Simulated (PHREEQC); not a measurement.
1 kg of water holding 0.037 mol/kgw Na2SO4, 0.0084 mol/kgw KCl and 0.0051 mol/kgw NaCl is evaporated at 60 °C; the solids stay in contact with the brine. No CO2 enters from the air. Only these solids could form: Arcanite, Glaserite, Halite, Mirabilite, Misenite, Sylvite, Thenardite.

The series has 28 steps of water left (kg), from 1 to 0.005012.

Computed with PHREEQC (Pitzer model, pitzer.dat).

Q: Which solids form, in which order, and at which step of the series does each first stand?

A: Thenardite from water left = 0.01099 kg; Glaserite from water left = 0.006093 kg.

At this temperature some constants are extrapolated from 25 °C, and those without enthalpy data are left unchanged.
